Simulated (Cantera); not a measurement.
Input: 1 mol HMDSO, 10 mol CO₂, 22 mol H₂, 2.8 mol O₂, at 1048 K and 16.0 Pa.

Cantera equilibrium calculation (NASA polynomials, part measured and part estimated; ideal gas, pure solids and liquids). Candidate condensed phases: C, C₆H₆, C₇H₈, C₈H₁₈, H₂O, Si, SiC, SiO₂; 123 gas species. The feed counts by its element totals alone. Kinetics and transport are ignored.

Base state: H₂ 0.572, CO 0.288, H₂O 0.0879, CO₂ 0.0525 (mole fractions); condensed: SiO₂(β-quartz).

### Question
What changes in the equilibrium state with this change: pressure from 16.0 Pa to 1.00 bar?

### Answer
| species | before | after |
|---|---|---|
| H₂ | 0.572 | 0.563 |
| CO | 0.288 | 0.283 |
| H₂O | 0.0879 | 0.0927 |
| CH₄ | <1e-9 | 0.00595 |
| CO₂ | 0.0525 | 0.0553 |
| SiO₂(β-quartz), mol | 2.00 | 2.00 |

### Question
What changes in the equilibrium state with this change: HMDSO replaced by SiH₄?

### Answer
```tsv
species	before	after
H₂	0.572	0.432
H₂O	0.0879	0.274
CO	0.288	0.168
CO₂	0.0525	0.126
SiO₂(β-quartz), mol	2.00	1.00
```

### Question
What changes in the equilibrium state with this change: temperature from 1048 K to 798 K?

### Answer
```tsv
species	before	after
H₂	0.572	0.609
CO	0.288	0.251
CO₂	0.0525	0.0896
H₂O	0.0879	0.0508
SiO₂(β-quartz), mol	2.00	0
SiO₂(α-quartz), mol	0	2.00
```
